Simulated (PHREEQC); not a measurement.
Make-up at 25 °C: 4.2 mmol/kgw HF, 50 mmol/kgw KF and 9.5 mmol/kgw H2SO4. Closed to the air; pH follows from the charge balance.

Model: ion-association model, phreeqc.dat, run in PHREEQC.

This is a speciation only: nothing precipitates in the calculation.

Question: Order these S species by the share of S that they hold, largest first: KSO4-, HSO4-, SO4-2.

Answer: SO4-2 (85 %), KSO4- (13 %), HSO4- (2.6 %)

Question: Order these F species by the share of F that they hold, largest first: F-, HF, HF2-.

Answer: F- (55 %), HF (37 %), HF2- (8.4 %)

The pH is 3.25 and the ionic strength 0.0575 mol/kgw. Species that the database lacks are ignored.
